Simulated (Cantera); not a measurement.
Input (Python, Cantera):

```python
import numpy as np
import cantera as ct

gas = ct.Solution("h2o2.yaml")
gas.TPX = 1075, 17000, {'H2': 1.6, 'O2': 1, 'N2': 0.78}
reactor = ct.IdealGasConstPressureReactor(gas, energy="off", clone=False)
net = ct.ReactorNet([reactor])
net.rtol, net.atol = 1e-08, 1e-18
show = ['H2', 'O2', 'OH', 'H2O', 'HO2', 'O']
times = np.geomspace(8e-05, 1, 15)

steps = ct.SolutionArray(gas, extra=["t"])
rows = []
print(f"{'t/s':>10s}{'T/K':>9s}{'P/Pa':>11s}" + "".join(f"{s:>11s}" for s in show))
for t in times:
    while net.time < t:
        t_next = net.step()
        steps.append(gas.state, t=t_next)
    rows.append([np.interp(t, steps.t, y) for y in (steps.T, steps.P, *steps(*show).X.T)])
    print(f"{t:10.3e}{rows[-1][0]:9.1f}{rows[-1][1]:11.4g}" + "".join(f"{x:11.3e}" for x in rows[-1][2:]))
rate = np.gradient(steps.T, steps.t)
print("integrator steps:", len(steps.t))
if steps.T.max() > steps.T[0] + 200:
    print(f"time of steepest temperature rise: {steps.t[rate.argmax()]:.4e} s")
gas.TPX = 1075, 17000, {'H2': 1.6, 'O2': 1, 'N2': 0.78}
gas.equilibrate("TP")
print(f"equilibrium (TP): T = {gas.T:.1f} K  " + "  ".join(f"{s} {gas[s].X[0]:.3e}" for s in show))
```

It prints:

```
       t/s      T/K       P/Pa         H2         O2         OH        H2O        HO2          O
 8.000e-05   1075.0    1.7e+04  4.734e-01  2.959e-01  1.645e-08  3.514e-07  3.402e-08  3.987e-08
 1.569e-04   1075.0    1.7e+04  4.733e-01  2.958e-01  2.953e-06  6.439e-05  4.205e-06  7.077e-06
 3.079e-04   1075.0    1.7e+04  1.626e-01  1.667e-01  7.347e-03  2.718e-01  6.314e-05  1.613e-02
 6.039e-04   1075.0    1.7e+04  1.836e-02  8.570e-02  2.597e-03  5.858e-01  5.465e-05  2.093e-03
 1.185e-03   1075.0    1.7e+04  4.661e-03  7.936e-02  7.259e-04  6.130e-01  4.034e-05  3.176e-04
 2.324e-03   1075.0    1.7e+04  1.631e-03  7.814e-02  2.947e-04  6.177e-01  2.590e-05  7.249e-05
 4.559e-03   1075.0    1.7e+04  6.086e-04  7.774e-02  1.484e-04  6.192e-01  1.412e-05  1.956e-05
 8.944e-03   1075.0    1.7e+04  2.127e-04  7.759e-02  8.341e-05  6.198e-01  6.211e-06  5.526e-06
 1.755e-02   1075.0    1.7e+04  6.322e-05  7.753e-02  5.060e-05  6.200e-01  2.123e-06  1.648e-06
 3.442e-02   1075.0    1.7e+04  1.470e-05  7.752e-02  3.207e-05  6.201e-01  5.668e-07  5.476e-07
 6.752e-02   1075.0    1.7e+04  2.634e-06  7.751e-02  2.081e-05  6.201e-01  1.344e-07  2.100e-07
 1.325e-01   1075.0    1.7e+04  4.632e-07  7.752e-02  1.382e-05  6.201e-01  3.887e-08  9.057e-08
 2.599e-01   1075.0    1.7e+04  1.340e-07  7.752e-02  9.418e-06  6.201e-01  1.592e-08  4.205e-08
 5.098e-01   1075.0    1.7e+04  5.750e-08  7.752e-02  6.543e-06  6.202e-01  7.748e-09  2.036e-08
 1.000e+00   1075.0    1.7e+04  2.741e-08  7.752e-02  4.607e-06  6.202e-01  4.173e-09  1.011e-08
integrator steps: 1861
equilibrium (TP): T = 1075.0 K  H2 3.810e-09  O2 7.752e-02  OH 1.364e-06  H2O 6.202e-01  HO2 2.153e-09  O 8.915e-10
```

Cantera simulation using the H2/O2 subset of GRI-Mech 3.0, which has no nitrogen chemistry; the numbers are that mechanism's predictions, not measurements. The temperature is held fixed by assumption; the heat of reaction is taken as removed at once.
